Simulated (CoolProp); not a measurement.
Vapour-liquid equilibrium of R22 (1) + n-pentane (2) at 1.22 bar; x and y are mole fractions of (1).

The numbers come from the multi-fluid Helmholtz-energy mixture model, Kamei 1995 and Thol 2019; pair parameters Bell 2016 in CoolProp.

Q: Give the bubble temperature and the first vapour's composition at x = 0.35, 0.45, 0.55. Is there an azeotrope?

A: x = 0.35: 248.4 K, y = 0.956; x = 0.45: 245.3 K, y = 0.966; x = 0.55: 243.3 K, y = 0.972. No azeotrope shows between x = 0.05 and 0.95.

Pair parameters are fitted to limited data, so mixtures are less certain than the pure fluids. With so large a gap from Raoult's law the liquid may split in two, which this calculation doesn't test in full.
